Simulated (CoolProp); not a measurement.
Vapour-liquid equilibrium of n-hexane (1) + toluene (2) at 50.35 °C; x and y are mole fractions of (1).

Model: multi-fluid Helmholtz-energy mixture model, Thol 2019 and Lemmon 2006; pair parameters Bell 2016, in CoolProp.

```
x      bubble pressure (bar)  y at the bubble point  dew pressure at overall composition x (bar)  liquid density (mol/L)
-----  ---------------------  ---------------------  -------------------------------------------  ----------------------
0.05                  0.1603                  0.258                                       0.1304                   8.996
0.125                 0.2069                  0.465                                       0.1398                   8.845
0.2                   0.2472                  0.584                                       0.1507                   8.698
0.275                 0.2828                  0.664                                       0.1634                   8.554
0.35                  0.3150                  0.722                                          [?]                   8.414
0.425                 0.3446                  0.769                                       0.1960                   8.276
0.5                   0.3725                  0.807                                       0.2174                   8.142
0.575                 0.3992                  0.841                                       0.2436                   8.011
0.65                  0.4252                  0.872                                          [?]                   7.883
0.725                 0.4510                  0.901                                       0.3166                   7.758
0.8                   0.4768                  0.929                                       0.3669                   7.636
0.875                 0.5029                  0.955                                       0.4277                   7.517
0.95                     [?]                  0.982                                       0.4975                   7.401
```

Q: Complete the blanks.

A: 
- 0.35, dew pressure at overall composition x (bar): 0.1783
- 0.65, dew pressure at overall composition x (bar): 0.2761
- 0.95, bubble pressure (bar): 0.5295

No azeotrope shows between x = 0.05 and 0.95.

The pair parameters rest on a limited set of measurements; away from them the model extrapolates.
